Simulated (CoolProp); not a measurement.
A single-stage vapour-compression cycle with R123: evaporating at 267.15 K (dew point), condensing at 319.15 K (bubble point), superheat 5 K, subcooling 2 K, compressor efficiency 0.85, no pressure losses. Each further row changes one setting.

The numbers come from the reference Helmholtz-energy equation of state, Younglove 1994 in CoolProp. It is a modified Benedict-Webb-Rubin equation, recast in Helmholtz form.

```csv
case,cooling COP,pressure ratio,discharge temperature (K),refrigerating effect (kJ/kg),volumetric capacity (kJ/m³)
as stated,3.65,7.61,331.7,136,230
evaporating temperature 272.15 K,4.20,6.01,330.2,139,293
condensing temperature 314.15 K,4.14,6.48,326.6,142,239
subcooling 7 K,3.79,7.61,331.7,141,239
superheat 15 K,3.68,7.61,342.3,143,232
compressor efficiency 0.75,3.22,7.61,338.3,136,230
```
